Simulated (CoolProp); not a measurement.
Vapour-liquid equilibrium of ethanol (1) + benzene (2) at 431.2 K; x and y are mole fractions of (1).

Model: multi-fluid Helmholtz-energy mixture model, Schroeder 2014 and Thol 2012; pair parameters Bell 2016, in CoolProp.

```
x     bubble pressure, mixture model (bar)  bubble pressure, Raoult's law (bar)  y, mixture model  y, Raoult's law
----  ------------------------------------  -----------------------------------  ----------------  ---------------
0.05                                 8.160                                7.097             0.179            0.085
0.15                                 9.976                                7.613             0.362            0.236
0.25                                 11.05                                8.129             0.457            0.369
0.35                                 11.71                                8.645             0.518            0.486
0.45                                 12.13                                9.160             0.568            0.589
0.55                                 12.41                                9.676             0.617            0.682
0.65                                 12.57                                10.19             0.673            0.765
0.75                                 12.60                                10.71             0.742            0.840
0.85                                 12.47                                11.22             0.830            0.909
0.95                                 12.18                                11.74             0.939            0.971
```

The largest gap from Raoult's law is +35.9 % in bubble pressure, at x = 0.25. y crosses x between x = 0.65 and 0.75: the model has an azeotrope there.

The pair parameters rest on a limited set of measurements; away from them the model extrapolates.
